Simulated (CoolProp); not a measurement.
Properties of decamethyltetrasiloxane (MD2M) along the isotherm 168.55 °C.

Model: reference Helmholtz-energy equation of state, Thol 2017, in CoolProp.

```tsv
p (kPa)	phase	isothermal compressibility (1/MPa)	fugacity coefficient
191	liquid	0.006442	0.2629
381	liquid	0.006346	0.1348
572	liquid	0.006252	0.09192
763	liquid	0.006161	0.07051
953	liquid	0.006074	0.05776
1140	liquid	0.005991	0.04939
1330	liquid	0.005910	0.04331
1530	liquid	0.005826	0.03856
1720	liquid	0.005750	0.03509
```
